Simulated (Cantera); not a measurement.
A closed system holds: 1 mol Si, 0.23 mol N2O, 450 mol H2, 0.082 mol CO2, at 0.110 bar.

Method: chemical equilibrium by Gibbs-energy minimisation in Cantera with the NASA 1993 tables (ideal gas, pure condensed phases). Candidate condensed phases: C, C6H6, C7H8, C8H18, H2O, Si, SiC, SiO2, Si2N2O, Si3N4; 151 gas species. Mutual solubility and eutectic melting of coexisting phases are not modelled. The tables hold silica as quartz up to 1696 K and as liquid above; real silica turns to tridymite and cristobalite and melts near 1996 K. The numbers say what is thermodynamically allowed, not how fast it happens.

x: gas mole fraction; n: condensed amount in mol.

| T (K) | x H2 | x SiO | x N2 | x H | x CO | x SiH2 | x CH4 | n Si(s) | n SiC(s) | n SiO2(β-quartz) | n Si2N2O(s) |
|---|---|---|---|---|---|---|---|---|---|---|---|
| 998 | 1.000 | 4.35e-9 | <1e-12 | (withheld) | 7.90e-12 | 8.84e-11 | 4.11e-6 | 0.378 | 0.0802 | 0.0820 | 0.230 |
| 1098 | 1.000 | 1.96e-7 | <1e-12 | (withheld) | 7.38e-10 | 1.25e-9 | 3.43e-6 | 0.377 | 0.0805 | 0.0820 | 0.230 |
| 1198 | 1.000 | 4.60e-6 | 4.04e-11 | (withheld) | 3.20e-8 | 1.14e-8 | 2.94e-6 | 0.376 | 0.0807 | 0.0809 | 0.230 |
| 1298 | 1.000 | 6.59e-5 | 1.72e-9 | (withheld) | 7.69e-7 | 7.39e-8 | 2.57e-6 | 0.363 | 0.0805 | 0.0669 | 0.230 |
| 1398 | 1.000 | 0.000357 | 7.64e-8 | (withheld) | 6.52e-6 | 3.66e-7 | 2.28e-6 | 0.301 | 0.0780 | 0 | 0.230 |
| 1498 | 1.000 | 0.000363 | 8.56e-6 | (withheld) | 9.76e-6 | 1.46e-6 | 2.06e-6 | 0.307 | 0.0767 | 0 | 0.226 |
| 1598 | 0.999 | 0.000641 | 0.000301 | (withheld) | 2.42e-5 | 4.89e-6 | 1.89e-6 | 0.450 | 0.0701 | 0 | 0.0944 |

Q: Fill in the missing entries.

A: 
- 998, x H: 6.49e-9
- 1098, x H: 7.46e-8
- 1198, x H: 5.73e-7
- 1298, x H: 3.23e-6
- 1398, x H: 1.43e-5
- 1498, x H: 5.18e-5
- 1598, x H: 0.000160
